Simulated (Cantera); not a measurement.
## CuO + CO + C (carbothermic reduction)

Feed: 1 mol CuO, 2.5 mol CO, a varied amount of C, at 1423 K and 10.0 mbar.

Cantera equilibrium calculation (NASA polynomials, part measured and part estimated; ideal gas, pure solids and liquids). Candidate condensed phases: C, Cu, CuO, Cu₂O; 15 gas species. Rates play no part.

| n(C) (mol) | x CO | x CO₂ | x Cu | x Cu₂ | n Cu(l) | n C(graphite) |
|---|---|---|---|---|---|---|
| 0.31 | 0.754 | 0.245 | 0.000209 | 4.84e-8 | 0.999 | 0 |
| 0.49 | 0.829 | 0.171 | 0.000209 | 4.84e-8 | 0.999 | 0 |
| 0.67 | 0.896 | 0.104 | 0.000209 | 4.84e-8 | 0.999 | 0 |
| 0.85 | 0.955 | 0.0448 | 0.000209 | 4.84e-8 | 0.999 | 0 |
| 1 | 1.000 | 1.36e-5 | 0.000209 | 4.84e-8 | 0.999 | 0 |
| 1.2 | 1.000 | 1.36e-5 | 0.000209 | 4.84e-8 | 0.999 | 0.200 |
| 1.4 | 1.000 | 1.36e-5 | 0.000209 | 4.84e-8 | 0.999 | 0.400 |
x: gas mole fraction; n: condensed amount in mol.

From 0.31 mol C to 1 mol C the condensed part is Cu(l). From 1.2 mol C to 1.4 mol C the condensed part is C(graphite) + Cu(l). The main Cu-bearing gas is Cu throughout.
